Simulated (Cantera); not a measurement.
Input: 1 mol SiH₂Cl₂, 0.09 mol HCl, 85 mol N₂, at 1798 K and 975 Torr.

Cantera equilibrium calculation (NASA polynomials, part measured and part estimated; ideal gas, pure solids and liquids). Candidate condensed phases: NH₄Cl, Si, Si₃N₄; 28 gas species. The tables' values for SiCl₃ are old estimates; treat these amounts as uncertain. Equilibrium is a limit: real reactors are often held back by kinetics, nucleation or transport.

Base state: N₂ 0.976, HCl 0.0139, H₂ 0.00509, SiCl₂ 0.00419, SiCl₃ 0.000474, SiCl₄ 8.67e-5, Cl 4.61e-5, H 2.20e-5 (mole fractions); condensed: Si₃N₄(s).

Task: What changes in the equilibrium state with this change: temperature from 1798 K to 1325 K?

Result: 
```
species          before    after
-------------  --------  -------
N₂                0.976    0.977
HCl              0.0139   0.0181
H₂              0.00509  0.00306
SiCl₂           0.00419  2.40e-5
SiCl₄           8.67e-5  0.00145
H               2.20e-5  7.94e-8
Cl              4.61e-5  3.92e-7
SiCl₃          0.000474  8.02e-5
Si₃N₄(s), mol     0.196    0.288
```
N₂ is the only nitrogen source here; it is nearly inert below about 1500 K, so the nitride shown seldom forms there in practice.
